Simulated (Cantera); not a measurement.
Charge: 1 mol Si, a varied amount of HCl, 7 mol H2, equilibrated at 1323 K and 24.0 bar.

Method: chemical equilibrium by Gibbs-energy minimisation in Cantera with the NASA 1993 tables (ideal gas, pure condensed phases). Candidate condensed phases: Si; 19 gas species. The tables' values for SiCl3 are old estimates; treat these amounts as uncertain. Gases not in the tables: Si2H6 and higher silanes. Equilibrium is a limit: real reactors are often held back by kinetics, nucleation or transport.

x: gas mole fraction; n: condensed amount in mol.

| n(HCl) (mol) | x H2 | x SiHCl3 | x SiCl4 | x HCl | n Si(s) |
|---|---|---|---|---|---|
| 0.52 | 0.964 | 0.00912 | 0.00335 | 0.0180 | 0.866 |
| 0.72 | 0.954 | 0.0130 | 0.00539 | 0.0201 | 0.808 |
| 1 | 0.942 | 0.0180 | 0.00844 | 0.0224 | [?] |
| 1.4 | 0.927 | 0.0247 | 0.0130 | 0.0247 | [?] |
| 1.9 | 0.909 | 0.0321 | 0.0186 | 0.0268 | [?] |
| 2.7 | 0.885 | 0.0423 | 0.0274 | 0.0291 | [?] |
| 3.7 | 0.858 | 0.0465 | 0.0423 | 0.0396 | [?] |

Some entries are withheld; supply them.


- 1, n Si(s): 0.726
- 1.4, n Si(s): 0.608
- 1.9, n Si(s): 0.462
- 2.7, n Si(s): 0.230
- 3.7, n Si(s): 0
